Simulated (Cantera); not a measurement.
A closed system holds: 1 mol CH3SiH3, 0.18 mol C2H4, a varied amount of H2, equilibrated at 2375 K and 3.00 mbar.

Cantera equilibrium calculation (NASA polynomials, part measured and part estimated; ideal gas, pure solids and liquids). Candidate condensed phases: C, C6H6, C7H8, C8H18, Si, SiC; 87 gas species. The feed counts by its element totals alone. Gases not in the tables: Si2H6 and higher silanes. Equilibrium is a limit: real reactors are often held back by kinetics, nucleation or transport.

x: gas mole fraction; n: condensed amount in mol.

```csv
n(H2) (mol),x H2,x H,x Si,x C2H2 (acetylene),x SiC2,x Si2C,n C(graphite)
27,0.745,0.222,0.0229,0.00463,0.00405,0.000512,0.720
34,0.749,0.223,0.0188,0.00465,0.00333,0.000347,0.643
44,0.754,0.224,0.0150,0.00468,0.00266,0.000221,0.533
56,0.757,0.224,0.0121,0.00470,0.00214,0.000143,0.401
72,0.759,0.224,0.00958,0.00471,0.00170,9.00e-5,0.224
92,0.761,0.225,0.00762,0.00473,0.00135,5.68e-5,0.00308
120,0.764,0.225,0.00609,(withheld),0.000876,3.27e-5,0
150,0.766,0.225,0.00502,(withheld),0.000601,2.03e-5,0
190,0.767,0.226,0.00407,(withheld),0.000399,1.21e-5,0
240,0.768,0.226,0.00330,(withheld),0.000263,7.15e-6,0
310,0.770,0.226,0.00261,(withheld),0.000165,3.98e-6,0
```

Problem. Some entries are withheld; supply them.

Solution. 
- 120, x C2H2 (acetylene): 0.00385
- 150, x C2H2 (acetylene): 0.00321
- 190, x C2H2 (acetylene): 0.00263
- 240, x C2H2 (acetylene): 0.00215
- 310, x C2H2 (acetylene): 0.00171
